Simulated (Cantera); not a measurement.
**Stirred combustor or abatement burner**

A perfectly stirred reactor is fed with CH4 : O2 : N2 = 1 : 2.86 : 10.7 (molar parts), at 0.450 bar; it is adiabatic with a 775 K inlet, and is followed from long to short residence time, starting on the burning branch (τ in s: 0.052, 0.026, 0.013, 0.0068, 0.0035, 0.0018, 0.00089, 0.00045, 0.00023, 0.00012, 6e-05, 3e-05, 1.5e-05).

Cantera simulation using GRI-Mech 3.0 (53 species, 325 reactions); the numbers are that mechanism's predictions, not measurements.

```tsv
τ (s)	T (K)	x CH4	x O2	x CH2CO	x C2H4	x C2H2	x HCO	x NO
0.052	2156	6.51e-6	0.0588	2.62e-10	2.24e-10	1.64e-10	7.05e-8	0.000685
0.026	2139	1.09e-5	0.0593	5.89e-10	5.15e-10	3.36e-10	1.42e-7	0.000425
0.013	2113	1.79e-5	0.0599	1.24e-9	1.05e-9	6.00e-10	2.85e-7	0.000259
0.0068	2080	2.83e-5	0.0606	2.40e-9	1.97e-9	9.88e-10	5.43e-7	0.000159
0.0035	2038	4.60e-5	0.0616	4.69e-9	3.85e-9	1.70e-9	1.04e-6	9.47e-5
0.0018	1989	7.74e-5	0.0628	9.49e-9	8.16e-9	3.17e-9	1.97e-6	5.71e-5
0.00089	1932	0.000141	0.0644	2.19e-8	2.06e-8	7.09e-9	3.84e-6	3.48e-5
0.00045	1874	0.000268	0.0666	5.68e-8	5.95e-8	1.86e-8	7.33e-6	2.20e-5
0.00023	1816	0.000551	0.0702	1.80e-7	2.15e-7	6.13e-8	1.41e-5	1.37e-5
0.00012	1753	0.00130	0.0768	8.07e-7	1.13e-6	2.98e-7	2.75e-5	7.95e-6
6.0e-5	775	0.0687	0.196	<1e-12	<1e-12	<1e-12	<1e-12	<1e-12
3.0e-5	775	0.0687	0.196	<1e-12	<1e-12	<1e-12	<1e-12	<1e-12
1.5e-5	775	0.0687	0.196	<1e-12	<1e-12	<1e-12	<1e-12	<1e-12
```
x: mole fraction; the columns are a selection and need not sum to one.
